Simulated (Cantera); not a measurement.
**Transport properties of process gases**

Gas mixture: C₃H₈ : C₂H₂ = 0.47 : 0.83 (molar parts), at 2.80 bar, frozen composition.

Cantera's kinetic-theory transport with the Lennard-Jones parameters of GRI-Mech 3.0, ideal gas; thermal conductivity in the multicomponent form. The composition is frozen, though it would react at the higher temperatures.

| T (K) | ρ (kg/m³) | cp (J/kg/K) | μ (µPa s) | λ (mW/m/K) | Pr | D (cm²/s) H₂O | D (cm²/s) C₂H₂ | D (cm²/s) H₂ |
|---|---|---|---|---|---|---|---|---|
| 400 | 2.74 | 2030 | 12.4 | 33.3 | 0.754 | 0.0929 | 0.0565 | 0.332 |
| 600 | 1.83 | 2567 | 17.4 | 58.2 | 0.766 | 0.203 | 0.119 | 0.662 |
| 800 | 1.37 | 2963 | 21.7 | 83.2 | 0.772 | 0.347 | 0.198 | 1.07 |
| 1000 | 1.10 | 3270 | 25.5 | 108 | 0.774 | 0.519 | 0.292 | 1.56 |
| 1200 | 0.914 | 3494 | 29.0 | 131 | 0.774 | 0.717 | 0.399 | 2.11 |
| 1400 | 0.783 | 3679 | 32.2 | 153 | 0.774 | 0.939 | 0.518 | 2.72 |
| 1600 | 0.685 | 3832 | 35.2 | 174 | 0.774 | 1.18 | 0.650 | 3.40 |
| 1800 | 0.609 | 3956 | 38.1 | 195 | 0.773 | 1.45 | 0.792 | 4.13 |
D: mixture-averaged diffusion coefficient of that species in the mixture.
